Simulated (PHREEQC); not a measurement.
Dissolve 0.29 mol NaHCO3 and 0.1 mol NH3 per kg of water at 85 °C. Closed to the air; pH follows from the charge balance.

Model: ion-association model, phreeqc.dat, run in PHREEQC.

Question: The ionic strength comes out as 0.285 mol/kgw. What activity coefficients do Na+, CO3-2, OH-, HCO3-, NH4+ get?

Answer: Na+ 0.70, CO3-2 0.24, OH- 0.65, HCO3- 0.70, NH4+ 0.61.

Precipitation was switched off in this run. Carbamate, which ammonia and carbonate form, is missing from the database. At this temperature some constants are extrapolated from 25 °C, and those without enthalpy data are left unchanged.
